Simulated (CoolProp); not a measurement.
Isobutene along the isotherm 369 K: Z from the reference equation and from simpler models built on Tc = 418.1 K, pc = 4.016 MPa, ω = 0.193; each cubic takes its own stable root.

Computed with CoolProp (reference Helmholtz-energy equation of state, Lemmon 2005). It is a short technical equation, of lower accuracy than the large ones.

```tsv
p (MPa)	phase	reference
3.09	liquid	0.1155
6.18	liquid	0.2241
9.27	liquid	0.3284
12.4	liquid	0.4311
15.4	liquid	0.5272
18.5	liquid	0.6246
21.6	liquid	0.7203
24.7	liquid	0.8146
27.8	liquid	0.9076
30.9	liquid	0.9995
34	liquid	1.090
37.1	liquid	1.180
40.2	liquid	1.269
```

Q: How far does each simpler model (Redlich-Kwong, Soave-Redlich-Kwong, Peng-Robinson) lie from the reference over these 13 states: mean and median of the absolute difference, and the worst?

A: 
- Redlich-Kwong: mean 8.0 %, median 6.8 %, worst +16.9 % at 369 K and 3.09 MPa
- Soave-Redlich-Kwong: mean 6.5 %, median 5.6 %, worst +12.8 % at 369 K and 3.09 MPa
- Peng-Robinson: mean 5.0 %, median 5.7 %, worst -7.0 % at 369 K and 40.2 MPa
